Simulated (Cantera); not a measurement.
An adiabatic, constant-volume homogeneous reactor starts with CH4 : H2 : O2 : N2 = 1 : 0.55 : 1.62 : 6.11 (molar parts), equivalence ratio 1.4, at 1025 K and 9.87 atm. Integrator tolerance rtol = 1e-08.

Computed with Cantera and GRI-Mech 3.0 (53 species, 325 reactions).

Question: What does this change do: 0.62 parts CO2 added?

Answer: 
```tsv
quantity	before	after
time of steepest temperature rise	5.77 ms	6.23 ms
temperature at 2.00 s	2898 K	2744 K
equilibrium temperature	2898 K	2744 K
x(CH4) at 2.00 s	6.95e-11 (gas-phase equilibrium 7.89e-11)	2.75e-11 (gas-phase equilibrium 3.12e-11)
x(H2) at 2.00 s	0.0643 (gas-phase equilibrium 0.0643)	0.0397 (gas-phase equilibrium 0.0397)
x(O2) at 2.00 s	0.000303 (gas-phase equilibrium 0.000303)	0.000294 (gas-phase equilibrium 0.000294)
x(CO) at 2.00 s	0.0725 (gas-phase equilibrium 0.0725)	0.0895 (gas-phase equilibrium 0.0895)
x(OH) at 2.00 s	0.00491 (gas-phase equilibrium 0.00491)	0.00349 (gas-phase equilibrium 0.00349)
x(CO2) at 2.00 s	0.0303 (gas-phase equilibrium 0.0303)	0.0674 (gas-phase equilibrium 0.0674)
```

Question: What does this change do: H2 0.55 to 1.4 parts?

Answer: 
| quantity | before | after |
|---|---|---|
| time of steepest temperature rise | 5.77 ms | 4.81 ms |
| temperature at 2.00 s | 2898 K | 2802 K |
| equilibrium temperature | 2898 K | 2802 K |
| x(CH4) at 2.00 s | 6.95e-11 (gas-phase equilibrium 7.89e-11) | 7.04e-10 (gas-phase equilibrium 7.92e-10) |
| x(H2) at 2.00 s | 0.0643 (gas-phase equilibrium 0.0643) | 0.126 (gas-phase equilibrium 0.126) |
| x(O2) at 2.00 s | 0.000303 (gas-phase equilibrium 0.000303) | 3.99e-5 (gas-phase equilibrium 3.99e-5) |
| x(CO) at 2.00 s | 0.0725 (gas-phase equilibrium 0.0725) | 0.0777 (gas-phase equilibrium 0.0777) |
| x(OH) at 2.00 s | 0.00491 (gas-phase equilibrium 0.00491) | 0.00237 (gas-phase equilibrium 0.00237) |
| x(CO2) at 2.00 s | 0.0303 (gas-phase equilibrium 0.0303) | 0.0170 (gas-phase equilibrium 0.0170) |

Question: What does this change do: pressure from 9.87 atm to 1.18 atm?

Answer: 
```
quantity                                                              before                                      after
---------------------------------  -----------------------------------------  -----------------------------------------
time of steepest temperature rise                                    5.77 ms                                    11.0 ms
temperature at 2.00 s                                                 2898 K                                     2795 K
equilibrium temperature                                               2898 K                                     2795 K
x(CH4) at 2.00 s                   6.95e-11 (gas-phase equilibrium 7.89e-11)  1.38e-12 (gas-phase equilibrium 1.62e-12)
x(H2) at 2.00 s                        0.0643 (gas-phase equilibrium 0.0643)      0.0655 (gas-phase equilibrium 0.0655)
x(O2) at 2.00 s                    0.000303 (gas-phase equilibrium 0.000303)    0.00107 (gas-phase equilibrium 0.00107)
x(CO) at 2.00 s                        0.0725 (gas-phase equilibrium 0.0725)      0.0726 (gas-phase equilibrium 0.0726)
x(OH) at 2.00 s                      0.00491 (gas-phase equilibrium 0.00491)    0.00881 (gas-phase equilibrium 0.00881)
x(CO2) at 2.00 s                       0.0303 (gas-phase equilibrium 0.0303)      0.0295 (gas-phase equilibrium 0.0295)
```
